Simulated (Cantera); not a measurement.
A perfectly stirred reactor is fed with H₂ : O₂ : N₂ = 1.5 : 1 : 0.56 (molar parts), at 0.200 bar; it is held at 1100 K, and followed from long to short residence time.

Model: GRI-Mech 3.0 (53 species, 325 reactions), integrated in Cantera. The temperature is held fixed by assumption; the heat of reaction is taken as removed at once.

Problem. What does this change do: pressure from 0.200 bar to 0.133 bar?

Solution. 
| quantity | before | after |
|---|---|---|
| x(H₂) at τ = 0.900 s | 0.00135 | 0.00125 |
| x(O₂) at τ = 0.900 s | 0.109 | 0.109 |
| x(H₂O₂) at τ = 0.900 s | 2.90e-6 | 2.67e-6 |
| x(O) at τ = 0.900 s | 3.28e-5 | 6.77e-5 |
| x(N₂O) at τ = 0.900 s | 7.39e-8 | 5.11e-8 |
| x(H₂) at τ = 13.0 ms | 0.0150 | 0.0160 |
| x(O₂) at τ = 13.0 ms | 0.114 | 0.115 |
| x(H₂O₂) at τ = 13.0 ms | 7.48e-6 | 5.93e-6 |
| x(O) at τ = 13.0 ms | 0.000686 | 0.00122 |
| x(N₂O) at τ = 13.0 ms | 2.60e-8 | 1.57e-8 |

Problem. What does this change do: temperature 1100 to 1025 K?

Solution. 
```csv
quantity,before,after
x(H₂) at τ = 0.900 s,0.00135,0.00662
x(O₂) at τ = 0.900 s,0.109,0.111
x(H₂O₂) at τ = 0.900 s,2.90e-6,2.33e-5
x(O) at τ = 0.900 s,3.28e-5,1.82e-5
x(N₂O) at τ = 0.900 s,7.39e-8,4.45e-8
x(H₂) at τ = 13.0 ms,0.0150,0.0314
x(O₂) at τ = 13.0 ms,0.114,0.122
x(H₂O₂) at τ = 13.0 ms,7.48e-6,6.74e-6
x(O) at τ = 13.0 ms,0.000686,0.000421
x(N₂O) at τ = 13.0 ms,2.60e-8,1.62e-8
```

Problem. What does this change do: O2 1 to 0.17 parts?

Solution. 
| quantity | before | after |
|---|---|---|
| x(H₂) at τ = 0.900 s | 0.00135 | 0.562 |
| x(O₂) at τ = 0.900 s | 0.109 | 0.000149 |
| x(H₂O₂) at τ = 0.900 s | 2.90e-6 | 8.04e-10 |
| x(O) at τ = 0.900 s | 3.28e-5 | 1.85e-7 |
| x(N₂O) at τ = 0.900 s | 7.39e-8 | 3.62e-12 |
| x(H₂) at τ = 13.0 ms | 0.0150 | 0.551 |
| x(O₂) at τ = 13.0 ms | 0.114 | 0.00131 |
| x(H₂O₂) at τ = 13.0 ms | 7.48e-6 | 1.36e-9 |
| x(O) at τ = 13.0 ms | 0.000686 | 1.28e-5 |
| x(N₂O) at τ = 13.0 ms | 2.60e-8 | 3.10e-11 |
